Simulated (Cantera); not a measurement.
A perfectly stirred reactor is fed with C2H6 : N2 = 1 : 46 (molar parts), at 15.8 Torr; it is held at 1900 K, and followed from long to short residence time.

Computed with Cantera and GRI-Mech 3.0 (53 species, 325 reactions). GRI-Mech 3.0 stops at C3 and has no aromatics, soot or wall deposition, so with more carbon than oxygen in the feed, carbon stays in small species such as C2H2 where larger ones or solid carbon would form. Radical loss at walls, strong at low pressure, is not modelled.

One state of this run: x C2H6 = 4.98e-5; x H2 = 0.0358; x CH3 = 0.00118; x CH4 = 0.00201; x C2H = 6.86e-6. x: mole fraction; the columns are a selection and need not sum to one.

Which value of τ (s) does it belong to?
(A) 0.064
(B) 0.026
(C) 0.16
(D) 0.041

D, 0.041
